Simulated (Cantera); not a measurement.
Feed: 1 mol CaCl₂, 0.17 mol O₂, 90 mol H₂, at 13.3 mbar.

Equilibrium computed with Cantera from the NASA thermochemical tables; the gas is ideal and each condensed phase is pure. Candidate condensed phases: Ca, CaCl₂, CaO, Ca(OH)₂, H₂O; 21 gas species. Condensed phases not in the tables: oxide chlorides. Rates play no part.

x: gas mole fraction; n: condensed amount in mol.

| T (K) | x H₂ | x H | x HCl | x CaCl₂ | x Ca | x H₂O | x CaCl | n CaO(s) |
|---|---|---|---|---|---|---|---|---|
| 1750 | 0.983 | 0.00200 | 0.00472 | 0.00850 | 5.28e-5 | ? | 0.000229 | 0.200 |
| 1800 | 0.982 | 0.00307 | 0.00461 | 0.00847 | 0.000131 | ? | 0.000385 | 0.181 |
| 1850 | 0.979 | 0.00462 | 0.00458 | 0.00835 | 0.000295 | ? | 0.000614 | 0.154 |
| 1900 | 0.976 | 0.00679 | 0.00463 | 0.00815 | 0.000609 | ? | 0.000927 | 0.114 |
| 1950 | 0.972 | 0.00979 | 0.00477 | 0.00785 | 0.00115 | ? | 0.00132 | 0.0528 |
| 2000 | 0.966 | 0.0138 | 0.00525 | 0.00739 | 0.00178 | 0.00367 | 0.00169 | 0 |
| 2050 | 0.960 | 0.0192 | 0.00625 | 0.00673 | 0.00220 | 0.00365 | 0.00189 | 0 |
| 2100 | 0.952 | 0.0263 | 0.00732 | 0.00603 | 0.00267 | 0.00363 | 0.00207 | 0 |
| 2150 | 0.942 | 0.0354 | 0.00844 | 0.00530 | 0.00319 | 0.00360 | 0.00223 | 0 |
| 2200 | 0.929 | 0.0470 | 0.00955 | 0.00455 | 0.00375 | 0.00357 | 0.00234 | 0 |

Task: Fill in the missing entries.

Result: 
- 1750, x H₂O: 0.00154
- 1800, x H₂O: 0.00174
- 1850, x H₂O: 0.00203
- 1900, x H₂O: 0.00246
- 1950, x H₂O: 0.00311
